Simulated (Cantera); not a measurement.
A perfectly stirred reactor is fed with 25.4 % H2, 74.6 % O2, equivalence ratio 0.17, at 3100 Pa; it is held at 1300 K, and followed from long to short residence time.

Computed with Cantera and GRI-Mech 3.0 (53 species, 325 reactions). Radical loss at walls, strong at low pressure, is not modelled. The temperature is held fixed by assumption; the heat of reaction is taken as removed at once.

Q: Predict: x(H2) at τ = 13.0 s; x(O2) at τ = 13.0 s; x(H2O) at τ = 13.0 s; x(H2O2) at τ = 13.0 s; x(HO2) at τ = 13.0 s; x(H2) at τ = 0.150 s; x(O2) at τ = 0.150 s; x(H2O) at τ = 0.150 s; x(H2O2) at τ = 0.150 s; x(HO2) at τ = 0.150 s.

A: 
| Property | Value |
|---|---|
| x(H2) at τ = 13.0 s | 7.26e-5 |
| x(O2) at τ = 13.0 s | 0.709 |
| x(H2O) at τ = 13.0 s | 0.290 |
| x(H2O2) at τ = 13.0 s | 1.32e-7 |
| x(HO2) at τ = 13.0 s | 1.41e-6 |
| x(H2) at τ = 0.150 s | 0.00133 |
| x(O2) at τ = 0.150 s | 0.704 |
| x(H2O) at τ = 0.150 s | 0.285 |
| x(H2O2) at τ = 0.150 s | 5.94e-7 |
| x(HO2) at τ = 0.150 s | 1.14e-5 |
